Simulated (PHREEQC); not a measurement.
Consider water at 25 °C and 500 atm with 0.0051 mol CdSO4, 0.00014 mol KCl and 0.00046 mol HCl per kg of water. Closed to the air; pH follows from the charge balance.

All values are PHREEQC results (ion-association model, phreeqc.dat), not measurements.

```
quantity                    before     after
------------------------  --------  --------
pH                            3.44      3.45
ionic strength (mol/kgw)    0.0170    0.0154
SO4-2 (mol/kgw)            0.00352   0.00486
Cl- (mol/kgw)             0.000490  0.000600
HSO4- (mol/kgw)            5.08e-5   6.82e-5
KSO4- (mol/kgw)            1.69e-6  0.000175
SI of Sylvite (KCl)          -8.26     -6.30
```

Problem. Which change was made?
(A) diluted 2-fold with water
(B) CdSO4 replaced by K2SO4 at the same molality
(C) diluted 5-fold with water
(D) temperature from 25 to 5 °C
(E) KCl from 0.00014 to 1.4e-05 mol/kgw

Solution. B, CdSO4 replaced by K2SO4 at the same molality

This is a speciation only: nothing precipitates in the calculation. Under pressure, the constants of complexes without a molar volume in the database are unreliable.
